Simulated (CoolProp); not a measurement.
Properties of dimethyl ether at several states (Tc = 400.4 K, pc = 5337 kPa, ω = 0.196).

Model: reference Helmholtz-energy equation of state, Wu 2011, in CoolProp.

| T (K) | p (kPa) | phase | cp (kJ/(kg K)) | speed of sound (m/s) | isothermal compressibility (1/MPa) | expansivity (1/kK) | fugacity coefficient |
|---|---|---|---|---|---|---|---|
| 176.3 | 18300 | liquid | 2.116 | 1628 | 0.0006372 | 1.372 | 0.0001014 |
| 191.8 | 25.6 | liquid | ___ | 1467 | 0.0008376 | 1.542 | ___ |
| 162.2 | 466 | liquid | 2.136 | 1641 | 0.0006254 | 1.439 | ___ |
| 209 | 135 | liquid | 2.158 | 1368 | ___ | 1.617 | 0.09194 |

Problem. Fill in the missing entries.

Solution. 
- 191.8, cp (kJ/(kg K)): 2.140
- 191.8, fugacity coefficient: 0.1411
- 162.2, fugacity coefficient: 0.0004546
- 209, isothermal compressibility (1/MPa): 0.001000
